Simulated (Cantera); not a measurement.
Cantera run, input and output.

```python
import numpy as np
import cantera as ct

gas = ct.Solution("gri30.yaml")
gas.TPX = 1450, 2666, {'H2': 0.022, 'O2': 1}
reactor = ct.IdealGasConstPressureReactor(gas, energy="off", clone=False)
net = ct.ReactorNet([reactor])
net.rtol, net.atol = 1e-08, 1e-18
show = ['H2', 'O2', 'H', 'H2O', 'H2O2']
times = np.geomspace(0.0001, 3, 12)

steps = ct.SolutionArray(gas, extra=["t"])
rows = []
print(f"{'t/s':>10s}{'T/K':>9s}{'P/Pa':>11s}" + "".join(f"{s:>11s}" for s in show))
for t in times:
    while net.time < t:
        t_next = net.step()
        steps.append(gas.state, t=t_next)
    rows.append([np.interp(t, steps.t, y) for y in (steps.T, steps.P, *steps(*show).X.T)])
    print(f"{t:10.3e}{rows[-1][0]:9.1f}{rows[-1][1]:11.4g}" + "".join(f"{x:11.3e}" for x in rows[-1][2:]))
rate = np.gradient(steps.T, steps.t)
print("integrator steps:", len(steps.t))
if steps.T.max() > steps.T[0] + 200:
    print(f"time of steepest temperature rise: {steps.t[rate.argmax()]:.4e} s")
gas.TPX = 1450, 2666, {'H2': 0.022, 'O2': 1}
gas.equilibrate("TP")
print(f"equilibrium (TP): T = {gas.T:.1f} K  " + "  ".join(f"{s} {gas[s].X[0]:.3e}" for s in show))
```

Output:

```
       t/s      T/K       P/Pa         H2         O2          H        H2O       H2O2
 1.000e-04   1450.0       2666  2.153e-02  9.785e-01  7.236e-08  2.010e-07  1.911e-10
 2.553e-04   1450.0       2666  2.152e-02  9.785e-01  6.707e-07  3.860e-06  1.085e-09
 6.517e-04   1450.0       2666  2.015e-02  9.772e-01  1.437e-04  9.571e-04  6.469e-09
 1.664e-03   1450.0       2666  1.982e-04  9.587e-01  1.142e-03  1.919e-02  3.670e-08
 4.247e-03   1450.0       2666  1.634e-04  9.594e-01  1.041e-03  1.936e-02  3.454e-08
 1.084e-02   1450.0       2666  1.478e-04  9.613e-01  8.881e-04  1.955e-02  3.346e-08
 2.767e-02   1450.0       2666  1.162e-04  9.650e-01  6.091e-04  1.992e-02  3.082e-08
 7.064e-02   1450.0       2666  6.896e-05  9.703e-01  2.716e-04  2.049e-02  2.515e-08
 1.803e-01   1450.0       2666  2.685e-05  9.750e-01  6.443e-05  2.106e-02  1.632e-08
 4.604e-01   1450.0       2666  7.085e-06  9.773e-01  8.607e-06  2.142e-02  7.881e-09
 1.175e+00   1450.0       2666  1.579e-06  9.779e-01  8.999e-07  2.161e-02  2.990e-09
 3.000e+00   1450.0       2666  3.825e-07  9.781e-01  1.072e-07  2.169e-02  1.083e-09
integrator steps: 1326
equilibrium (TP): T = 1450.0 K  H2 1.283e-07  O2 9.782e-01  H 2.089e-08  H2O 2.172e-02  H2O2 5.402e-10
```

Detailed kinetics in Cantera: GRI-Mech 3.0 (53 species, 325 reactions). Radical loss at walls, strong at low pressure, is not modelled.
